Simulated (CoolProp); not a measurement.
Model: reference Helmholtz-energy equation of state, Polt 1992, in CoolProp. This equation is an older, rougher fit; its heat capacities, sound speeds and derivatives of the liquid may be far off and weren't checked against measurements.

### Question
Give the vapour pressure (kPa), vapour density (kg/m³), enthalpy of vaporisation (kJ/kg), surface tension (mN/m) of saturated propyne at 353.2 K.

### Answer
```json
[
 {"T (K)": "353.2", "p (kPa)": "2250", "vapour density (kg/m³)": "42.7", "enthalpy of vaporisation (kJ/kg)": "356", "surface tension (mN/m)": "4.61"}
]
```

Surface tension comes from a separate correlation (Mulero 2012).
